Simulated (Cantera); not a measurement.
A freely propagating, adiabatic, planar premixed flame of 24.7 % H2, 15.8 % O2, 59.5 % N2, equivalence ratio 0.78, unburnt at 623 K and 0.543 atm; mixture-averaged transport, grid criteria slope 0.08 and curve 0.16, no radiation.

Model: the H2/O2 subset of GRI-Mech 3.0, which has no nitrogen chemistry, integrated in Cantera. Burning velocities carry a grid error of a few per cent, more on coarse grids.

x: mole fraction of selected species; z is measured from the peak of heat release.

| z (mm) | T (K) | u (m/s) | x H2 | x O2 | x HO2 | x O | x OH | x H2O2 |
|---|---|---|---|---|---|---|---|---|
| -3.05 | 623 | 6.43 | 0.247 | 0.158 | <1e-8 | <1e-8 | <1e-8 | <1e-8 |
| -2.04 | 623 | 6.43 | 0.247 | 0.158 | <1e-8 | <1e-8 | <1e-8 | <1e-8 |
| -1.53 | 623 | 6.43 | 0.247 | 0.158 | <1e-8 | <1e-8 | <1e-8 | <1e-8 |
| -1.02 | 623 | 6.43 | 0.247 | 0.158 | 5.16e-7 | <1e-8 | <1e-8 | <1e-8 |
| -0.509 | 633 | 6.51 | 0.244 | 0.158 | 0.000149 | 7.91e-6 | 4.00e-5 | [?] |
| -0.254 | 789 | 7.97 | 0.216 | 0.155 | 0.000122 | 0.000325 | 0.000599 | [?] |
| 0 | 1186 | 11.6 | 0.115 | 0.116 | 5.75e-5 | 0.00648 | 0.00372 | [?] |
| 0.254 | 1481 | 14.3 | 0.0409 | 0.0656 | 2.81e-5 | 0.0151 | 0.00996 | [?] |
| 0.509 | 1624 | 15.6 | 0.0298 | 0.0543 | 1.99e-5 | 0.0161 | 0.0130 | [?] |
| 1.02 | 1777 | 16.9 | 0.0274 | 0.0501 | 1.46e-5 | 0.0143 | 0.0156 | [?] |
| 2.04 | 1932 | 18.1 | 0.0240 | 0.0467 | 1.03e-5 | 0.0113 | 0.0173 | [?] |
| 4.07 | 2077 | 19.3 | 0.0190 | 0.0437 | 6.85e-6 | 0.00805 | 0.0175 | [?] |
| 8.14 | 2200 | 20.2 | 0.0132 | 0.0413 | 4.60e-6 | 0.00508 | 0.0160 | [?] |

**Question.** Complete the blanks.

**Answer.** 
- -0.509, x H2O2: 1.94e-6
- -0.254, x H2O2: 6.47e-6
- 0, x H2O2: 3.72e-6
- 0.254, x H2O2: 2.64e-6
- 0.509, x H2O2: 1.53e-6
- 1.02, x H2O2: 7.93e-7
- 2.04, x H2O2: 4.27e-7
- 4.07, x H2O2: 2.60e-7
- 8.14, x H2O2: 1.86e-7
